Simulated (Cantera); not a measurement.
Charge: 1 mol Si, a varied amount of HBr, 4.3 mol H2, held at 552 °C and 0.980 bar.

These are equilibrium values from Cantera (NASA tables, ideal gas, pure condensed phases), not measurements of a reactor. Candidate condensed phases: Br2, Si; 19 gas species. The tables' values for SiBr3 are old estimates; treat these amounts as uncertain. Kinetics and transport are ignored.

At 3.4 mol HBr, list the 4 most abundant gas species with their mole fractions, and the condensed phases.

H2 0.868, SiBr4 0.111, SiHBr3 0.0157, HBr 0.00420. Condensed: Si(s).
